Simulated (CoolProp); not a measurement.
The fluid at 257.4 K and 0.558 MPa expands adiabatically to 0.0636 MPa with isentropic efficiency 0.7. The same conditions are run with several fluids, on thermodynamics alone (safety and materials aside).

The numbers come from the reference Helmholtz-energy equation of state of each fluid (ethane: Bücker 2006; nitrogen: Span 2000; fluorine: de Reuck 1990; dry air: Lemmon 2000) in CoolProp. Blends and air are pseudo-pure fits.

**Question.** Rank ethane, nitrogen, fluorine, dry air by work (kJ/kg), highest first.

**Answer.** nitrogen (86.0), ethane (84.4), dry air (83.1), fluorine (63.9)

| fluid | final temperature (K) | final density (kg/m³) |
|---|---|---|
| ethane | 192.4 | 1.22 |
| nitrogen | 173.4 | 1.24 |
| fluorine | 175.2 | 1.66 |
| dry air | 173.2 | 1.28 |
